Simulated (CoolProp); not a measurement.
Properties of R125 along the isobar 0.5 MPa (Tc = 66.0 °C, pc = 3.618 MPa, ω = 0.305).

Model: reference Helmholtz-energy equation of state, Lemmon 2005, in CoolProp.

| T (°C) | phase | density (kg/m³) | viscosity (µPa s) | conductivity (mW/(m K)) | fugacity coefficient |
|---|---|---|---|---|---|
| 24.85 | gas | 26.32 | 13.0 | 14.2 | 0.9260 |
| 41.75 | gas | 24.50 | 13.7 | 15.4 | 0.9390 |
| 58.65 | gas | 22.97 | 14.5 | 16.7 | 0.9492 |
| 75.45 | gas | 21.66 | 15.2 | 18.1 | 0.9573 |
| 92.35 | gas | 20.51 | 15.8 | 19.4 | 0.9639 |
| 109.25 | gas | 19.49 | 16.5 | 20.8 | 0.9692 |
| 126.05 | gas | 18.58 | 17.2 | 22.2 | 0.9736 |
| 142.95 | gas | 17.75 | 17.8 | 23.6 | 0.9773 |
| 159.85 | gas | 17.01 | 18.4 | 25.1 | 0.9804 |
| 176.75 | gas | 16.32 | 19.1 | 26.6 | 0.9831 |
| 193.55 | gas | 15.70 | 19.7 | 28.1 | 0.9853 |

Viscosity comes from a separate model (Huber 2006). Thermal conductivity comes from a separate model (Perkins 2006).
